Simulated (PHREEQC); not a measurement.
**Buffer with brine**

Solution A (0.0052 mol H3BO3, 0.00047 mol NaOH and 0.0021 mol KCl per kg of water) is mixed with solution B (0.002 mol/kgw KOH and 0.00056 mol/kgw Na2SO4) at 25 °C; shares are by mass of water, 1 kg in all. No CO2 enters from the air. Solids allowed: Arcanite, Glaserite, Halite, Mirabilite, Misenite, Sylvite, Thenardite, Borax, Boric_acid,s, KB5O8:4H2O, K2B4O7:4H2O, NaBO2:4H2O, NaB5O8:5H2O, Teepleite. Others were left out.

The numbers come from PHREEQC with the Pitzer model, pitzer.dat.

```json
[
 {"share of solution B": "0", "pH": "8.21", "B(OH)3 (mol/kgw)": "0.00473", "B(OH)4- (mol/kgw)": "0.000468"},
 {"share of solution B": "0.1", "pH": "8.40", "B(OH)3 (mol/kgw)": "0.00406", "B(OH)4- (mol/kgw)": "0.000620"},
 {"share of solution B": "0.2", "pH": "8.57", "B(OH)3 (mol/kgw)": "0.00339", "B(OH)4- (mol/kgw)": "0.000772"},
 {"share of solution B": "0.3", "pH": "8.74", "B(OH)3 (mol/kgw)": "0.00272", "B(OH)4- (mol/kgw)": "0.000923"},
 {"share of solution B": "0.4", "pH": "8.93", "B(OH)3 (mol/kgw)": "0.00205", "B(OH)4- (mol/kgw)": "0.00107"},
 {"share of solution B": "0.5", "pH": "9.16", "B(OH)3 (mol/kgw)": "0.00138", "B(OH)4- (mol/kgw)": "0.00122"},
 {"share of solution B": "0.6", "pH": "9.48", "B(OH)3 (mol/kgw)": "0.000725", "B(OH)4- (mol/kgw)": "0.00136"},
 {"share of solution B": "0.7", "pH": "10.14", "B(OH)3 (mol/kgw)": "0.000166", "B(OH)4- (mol/kgw)": "0.00139"},
 {"share of solution B": "0.8", "pH": "10.80", "B(OH)3 (mol/kgw)": "2.61e-5", "B(OH)4- (mol/kgw)": "0.00101"},
 {"share of solution B": "0.9", "pH": "11.09", "B(OH)3 (mol/kgw)": "6.75e-6", "B(OH)4- (mol/kgw)": "0.000513"},
 {"share of solution B": "1", "pH": "11.27", "B(OH)3 (mol/kgw)": "0", "B(OH)4- (mol/kgw)": "0"}
]
```

Complexes and solids missing from the database can't appear.
